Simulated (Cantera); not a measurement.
Feed: 1 mol B₂O₃, 0.26 mol O₂, 0.9 mol N₂, held at 0.360 bar.

Cantera equilibrium calculation (NASA polynomials, part measured and part estimated; ideal gas, pure solids and liquids). Candidate condensed phases: B, BN, B₂O₃; 17 gas species. The numbers say what is thermodynamically allowed, not how fast it happens. All values below are at 2123 K.

Base state: N₂ 0.437, B₂O₃ 0.412, O₂ 0.117, BO₂ 0.0278, NO 0.00584, O 0.000927, BO 6.79e-5 (mole fractions); condensed: B₂O₃(l).

Question: What changes in the equilibrium state with this change: pressure from 0.360 bar to 1.00 bar?

Answer: 
```json
[
 {"species": "N₂", "before": "0.437", "after": "0.648"},
 {"species": "O₂", "before": "0.117", "after": "0.180"},
 {"species": "B₂O₃", "before": "0.412", "after": "0.148"},
 {"species": "BO₂", "before": "0.0278", "after": "0.0144"},
 {"species": "BO", "before": "6.79e-5", "after": "1.70e-5"},
 {"species": "NO₂", "before": "3.73e-6", "after": "1.17e-5"},
 {"species": "B₂O₃(l), mol", "before": "0.127", "after": "0.785"}
]
```

Question: What changes in the equilibrium state with this change: pressure from 0.360 bar to 73.0 mbar?

Answer: 
```
species         before     after
------------  --------  --------
B₂O₃             0.412     0.437
N₂               0.437     0.409
O₂               0.117     0.105
BO₂             0.0278    0.0415
BO             6.79e-5  0.000237
O             0.000927   0.00195
NO             0.00584   0.00537
B₂O₃(l), mol     0.127         0
```
